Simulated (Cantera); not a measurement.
# Equilibrium for hydrogen reduction and annealing atmospheres: Al2O3 + H2

Feed: 1 mol Al2O3, 1200 mol H2, at 0.600 bar.

Equilibrium computed with Cantera from the NASA thermochemical tables; the gas is ideal and each condensed phase is pure. Candidate condensed phases: Al, Al2O3, H2O; 19 gas species. The tables' values for AlOH are old estimates; treat these amounts as uncertain. Kinetics and transport are ignored.

From 923 K to 2273 K the condensed part is Al2O3(s).

```csv
T (K),x H2,x H,x H2O,x Al,x Al2O,x AlOH,n Al2O3(s)
923,1.00,3.16e-10,<1e-12,<1e-12,<1e-12,<1e-12,1.00
1073,1.00,1.81e-8,2.42e-11,1.53e-12,<1e-12,<1e-12,1.00
1223,1.00,3.88e-7,1.30e-9,1.90e-10,5.12e-12,7.63e-12,1.000
1373,1.000,4.30e-6,3.02e-8,7.45e-9,4.76e-10,3.95e-10,1.000
1523,1.000,2.98e-5,3.96e-7,1.29e-7,1.58e-8,8.96e-9,1.000
1673,1.000,0.000147,3.38e-6,1.25e-6,2.49e-7,1.12e-7,0.999
1823,0.999,0.000559,2.07e-5,7.85e-6,2.31e-6,8.94e-7,0.990
1973,0.998,0.00174,9.77e-5,3.60e-5,1.44e-5,5.10e-6,0.953
2123,0.995,0.00462,0.000372,0.000130,6.65e-5,2.24e-5,0.815
2273,0.987,0.0108,0.00118,0.000389,0.000244,7.95e-5,0.391
```
x: gas mole fraction; n: condensed amount in mol.
